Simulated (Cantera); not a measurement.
Low-pressure radical oxidation in H2/O2

An isothermal, constant-pressure homogeneous reactor starts with 0.398 % H2, 64.3 % O2, 35.3 % N2, at 950 K and 0.0132 atm.

Computed with Cantera and the H2/O2 subset of GRI-Mech 3.0, which has no nitrogen chemistry. Radical loss at walls, strong at low pressure, is not modelled.

```tsv
t (s)	x H2	x O2	x H	x H2O2	x OH
2.00e-5	0.00398	0.643	<1e-12	<1e-12	<1e-12
5.90e-5	0.00398	0.643	<1e-12	<1e-12	<1e-12
0.000174	0.00398	0.643	<1e-12	<1e-12	<1e-12
0.000514	0.00398	0.643	1.55e-12	<1e-12	1.50e-12
0.00152	0.00398	0.643	2.93e-12	<1e-12	6.85e-12
0.00447	0.00398	0.643	9.57e-12	<1e-12	3.44e-11
0.0132	0.00398	0.643	1.69e-10	<1e-12	6.85e-10
0.0389	0.00398	0.643	6.17e-7	2.04e-11	2.50e-6
0.115	5.35e-5	0.641	9.92e-5	1.65e-8	0.000124
0.339	3.51e-6	0.642	9.74e-6	6.72e-9	4.22e-5
1.00	5.84e-7	0.642	7.65e-7	5.36e-9	1.79e-5
```
x: mole fraction; the columns are a selection and need not sum to one.

Equilibrium at this temperature and pressure: H2 <1e-12, O2 0.642, H <1e-12, H2O2 <1e-12, OH 3.21e-8 (gas phase only).
